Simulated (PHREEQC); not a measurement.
0.41 g of hydrous ferric oxide (600 m²/g; 0.2 weak and 0.005 strong sites per Fe, Dzombak-Morel constants, diffuse double layer) in 1 kg of water with 0.001 mol/kgw of an inert sodium salt and 0.075 mmol/kgw Ag2SO4 and 0.1 mmol/kgw NaH2PO4, at 25 °C; the pH is set by adding NaOH or the inert anion's acid. Oxygen alone is held at its pressure in air (log pO2 = -0.68). CO2 from the air is kept out. Precipitation was switched off in this run.

The series has 13 steps of pH, from 4 to 12.

All values are PHREEQC results (ion-association model, wateq4f.dat), not measurements.

Q: Near which pH is half of the S sorbed, and on which side is more sorbed?

A: Near pH 6.3, with more sorbed at lower pH.

Q: Near which pH is half of the Ag sorbed, and on which side is more sorbed?

A: Near pH 8.4, with more sorbed at higher pH.

Q: Near which pH is half of the P sorbed, and on which side is more sorbed?

A: Near pH 9.1, with more sorbed at lower pH.

Complexes and solids missing from the database can't appear. H3PO4, which wateq4f.dat lacks, is added to it with the constant of phreeqc.dat. The database has no phosphate complexes of Ag.
